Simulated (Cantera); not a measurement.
A Cantera script and its output.

```python
import numpy as np
import cantera as ct

gas = ct.Solution("gri30.yaml")
gas.TPX = 700, 120000, {'CO': 1, 'H2': 0.2, 'O2': 0.645, 'N2': 2.19}
flame = ct.FreeFlame(gas, width=0.035)
flame.set_refine_criteria(ratio=3, slope=0.08, curve=0.16)
flame.transport_model = "mixture-averaged"
flame.solve(loglevel=0, auto=True)
z, T = flame.grid, flame.T
thick = (T[-1] - T[0]) / np.gradient(T, z).max()
show = ['CO', 'H2', 'O2', 'OH', 'CO2', 'NO']
print(f"laminar burning velocity  {flame.velocity[0] * 100:.3f} cm/s")
print(f"burnt temperature         {T[-1]:.1f} K")
print(f"thermal thickness         {thick * 1e3:.4f} mm")
print(f"grid points               {len(z)}")
z0 = z[flame.heat_release_rate.argmax()]
print(f"{'z/mm':>9s}{'T/K':>9s}{'u/(m/s)':>9s}" + "".join(f"{s:>11s}" for s in show))
rows = []
for k in (-3, -2, -1.5, -1, -0.5, -0.25, 0, 0.25, 0.5, 1, 2, 4, 8):
    zz = z0 + k * thick
    rows.append([k * thick, np.interp(zz, z, T), np.interp(zz, z, flame.velocity),
                 *(np.interp(zz, z, flame.X[gas.species_index(s)]) for s in show)])
    print(f"{rows[-1][0] * 1e3:9.3f}{rows[-1][1]:9.1f}{rows[-1][2]:9.3f}" + "".join(f"{x:11.3e}" for x in rows[-1][3:]))
```

Output:

```
laminar burning velocity  304.526 cm/s
burnt temperature         2545.5 K
thermal thickness         0.6408 mm
grid points               152
     z/mm      T/K  u/(m/s)         CO         H2         O2         OH        CO2         NO
   -1.922    700.0    3.045  2.478e-01  4.957e-02  1.599e-01  5.306e-15  2.539e-10  1.341e-16
   -1.282    700.0    3.045  2.478e-01  4.956e-02  1.599e-01  1.219e-14  2.669e-10  2.240e-16
   -0.961    700.0    3.045  2.478e-01  4.954e-02  1.599e-01  1.820e-13  4.701e-10  1.717e-15
   -0.641    700.0    3.045  2.479e-01  4.936e-02  1.599e-01  4.037e-11  2.838e-08  1.523e-13
   -0.320    704.2    3.055  2.484e-01  4.681e-02  1.601e-01  1.512e-06  6.471e-05  1.802e-10
   -0.160    832.7    3.581  2.446e-01  3.675e-02  1.563e-01  2.772e-04  5.395e-03  3.980e-08
    0.000   1257.1    5.309  2.109e-01  1.368e-02  1.250e-01  2.219e-03  4.202e-02  1.748e-06
    0.160   1588.8    6.568  1.567e-01  4.656e-03  8.572e-02  5.177e-03  1.023e-01  1.031e-05
    0.320   1771.4    7.200  1.238e-01  4.726e-03  6.870e-02  7.227e-03  1.406e-01  2.241e-05
    0.641   1956.3    7.831  1.040e-01  4.822e-03  5.934e-02  8.956e-03  1.650e-01  4.346e-05
    1.282   2128.0    8.416  9.378e-02  4.146e-03  5.470e-02  9.620e-03  1.786e-01  7.666e-05
    2.563   2283.8    8.928  8.185e-02  3.318e-03  4.955e-02  9.444e-03  1.938e-01  1.505e-04
    5.126   2416.4    9.350  6.915e-02  2.587e-03  4.400e-02  8.743e-03  2.093e-01  3.456e-04
```

Cantera simulation using GRI-Mech 3.0 (53 species, 325 reactions); the numbers are that mechanism's predictions, not measurements. Burning velocities carry a grid error of a few per cent, more on coarse grids.
